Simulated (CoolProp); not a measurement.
Normal hydrogen along the isotherm 27 K: density (kg/m³) from the reference equation and from simpler models built on Tc = 33.1 K, pc = 12.96 bar, ω = -0.219; each cubic takes its own stable root.

Model: reference Helmholtz-energy equation of state, Leachman 2009, in CoolProp.

```
p (bar)   phase  reference  van der Waals  Peng-Robinson
-------  ------  ---------  -------------  -------------
0.0205      gas    0.01842        0.01842        0.01843
0.0301      gas    0.02706        0.02706        0.02707
0.0442      gas    0.03977        0.03976        0.03977
0.0648      gas    0.05835        0.05833        0.05836
0.0951      gas    0.08574        0.08570        0.08577
0.14        gas     0.1265         0.1264         0.1265
0.205       gas     0.1857         0.1855         0.1858
0.301       gas     0.2738         0.2734         0.2741
0.442       gas     0.4046         0.4036         0.4053
0.648       gas     0.5987         0.5966         0.6001
0.951       gas     0.8911         0.8864         0.8942
1.4         gas      1.341          1.330          1.348
2.05        gas      2.032          2.006          2.047
3.01        gas      3.161          3.094          3.194
4.42        gas      5.181          4.969          5.240
6.48     liquid      61.86          48.42          70.97
```
